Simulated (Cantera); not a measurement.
Input: 1 mol BN, 0.49 mol O₂, 2.4 mol N₂, at 0.975 Torr.

Method: chemical equilibrium by Gibbs-energy minimisation in Cantera with the NASA 1993 tables (ideal gas, pure condensed phases). Candidate condensed phases: B, BN, B₂O₃; 17 gas species. Mutual solubility and eutectic melting of coexisting phases are not modelled. The numbers say what is thermodynamically allowed, not how fast it happens.

x: gas mole fraction; n: condensed amount in mol.

| T (K) | x N₂ | x B₂O₃ | x B₂O₂ | x BO | n BN(s) | n B₂O₃(l) |
|---|---|---|---|---|---|---|
| 1250 | 1.000 | 3.39e-5 | 2.63e-7 | 6.63e-8 | 0.347 | 0.327 |
| 1300 | 1.000 | 0.000143 | 1.85e-6 | 4.03e-7 | 0.347 | 0.326 |
| 1350 | 0.999 | ___ | ___ | ___ | 0.347 | 0.325 |
| 1400 | 0.998 | 0.00185 | 5.94e-5 | 1.00e-5 | 0.347 | 0.321 |
| 1450 | 0.994 | 0.00578 | 0.000280 | 4.21e-5 | 0.346 | 0.310 |
| 1500 | 0.982 | ___ | ___ | ___ | 0.344 | ___ |
| 1550 | 0.950 | 0.0448 | 0.00462 | 0.000564 | 0.337 | 0.188 |
| 1600 | 0.888 | 0.0953 | 0.0149 | 0.00174 | 0.314 | 0 |
| 1650 | 0.884 | 0.0865 | 0.0255 | 0.00377 | 0.290 | 0 |
| 1700 | 0.878 | 0.0738 | 0.0406 | 0.00766 | 0.253 | 0 |

Q: What belongs in the gaps?

A: 
- 1350, x B₂O₃: 0.000541
- 1350, x B₂O₂: 1.12e-5
- 1350, x BO: 2.13e-6
- 1500, x B₂O₃: 0.0167
- 1500, x B₂O₂: 0.00119
- 1500, x BO: 0.000161
- 1500, n B₂O₃(l): 0.278
